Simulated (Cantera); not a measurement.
An isothermal, constant-pressure homogeneous reactor starts with CH2O : O2 : N2 = 0.002 : 0.0045 : 1 (molar parts), at 900 K and 0.661 atm. Integrator tolerance rtol = 1e-08.

Detailed kinetics in Cantera: GRI-Mech 3.0 (53 species, 325 reactions). Below about 1000 K GRI-Mech 3.0 lacks low-temperature oxidation paths.

What does this change do: O2 0.0045 to 0.00046 parts?


| quantity | before | after |
|---|---|---|
| x(CH2O) at 2.00 s | 2.27e-12 (gas-phase equilibrium <1e-12) | 2.42e-11 (gas-phase equilibrium <1e-12) |
| x(O2) at 2.00 s | 0.00342 (gas-phase equilibrium 0.00248) | 1.13e-6 (gas-phase equilibrium <1e-12) |
| x(H) at 2.00 s | 3.61e-8 (gas-phase equilibrium <1e-12) | 3.15e-6 (gas-phase equilibrium 5.89e-12) |
| x(C2H) at 2.00 s | <1e-12 (gas-phase equilibrium <1e-12) | <1e-12 (gas-phase equilibrium <1e-12) |
| x(NO2) at 2.00 s | 2.87e-12 (gas-phase equilibrium 1.17e-8) | <1e-12 (gas-phase equilibrium <1e-12) |
| x(O) at 2.00 s | 5.31e-8 (gas-phase equilibrium <1e-12) | 5.80e-10 (gas-phase equilibrium <1e-12) |
